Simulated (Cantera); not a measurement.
Charge: 1 mol SiCl4, 0.25 mol NH3, 52 mol H2, at 0.00330 bar.

Cantera equilibrium calculation (NASA polynomials, part measured and part estimated; ideal gas, pure solids and liquids). Candidate condensed phases: NH4Cl, Si, Si3N4; 28 gas species. Mutual solubility and eutectic melting of coexisting phases are not modelled. The tables' values for SiCl3 are old estimates; treat these amounts as uncertain. Rates play no part.

log p: log10 of the partial pressure in bar; n: condensed amount in mol.

| T (K) | log p H2 | log p HCl | log p SiCl4 | log p SiHCl3 | log p SiCl2 | log p SiCl3 | log p SiH2Cl2 | n Si3N4(s) | n Si(s) |
|---|---|---|---|---|---|---|---|---|---|
| 800 | -2.49 | -4.31 | -4.33 | -5.56 | -8.56 | -7.47 | -7.88 | 0.0625 | 0 |
| 825 | -2.49 | -4.30 | -4.33 | -5.44 | -7.99 | -7.14 | -7.61 | 0.0625 | 0 |
| 850 | -2.50 | -4.29 | -4.35 | ? | ? | -6.83 | ? | 0.0625 | 0 |
| 875 | -2.50 | -4.28 | -4.36 | -5.24 | -6.97 | -6.55 | -7.15 | 0.0625 | 0 |
| 900 | -2.50 | -4.26 | -4.38 | -5.15 | -6.52 | -6.29 | -6.96 | 0.0625 | 0 |
| 925 | -2.50 | -4.24 | -4.40 | -5.09 | -6.11 | -6.05 | -6.79 | 0.0625 | 0 |
| 950 | -2.50 | -4.22 | -4.43 | -5.04 | -5.75 | -5.85 | -6.66 | 0.0625 | 0.000909 |
| 975 | -2.50 | ? | -4.47 | -5.08 | ? | -5.74 | -6.68 | 0.0625 | ? |
| 1000 | -2.50 | -4.05 | -4.53 | -5.13 | -5.37 | -5.64 | -6.70 | 0.0625 | 0.100 |
| 1025 | -2.50 | -3.98 | -4.60 | -5.19 | -5.21 | -5.56 | -6.73 | 0.0625 | 0.151 |

Task: Some entries are withheld; supply them.

Result: 
- 850, log p SiHCl3: -5.33
- 850, log p SiCl2: -7.46
- 850, log p SiH2Cl2: -7.37
- 975, log p HCl: -4.13
- 975, log p SiCl2: -5.55
- 975, n Si(s): 0.0494
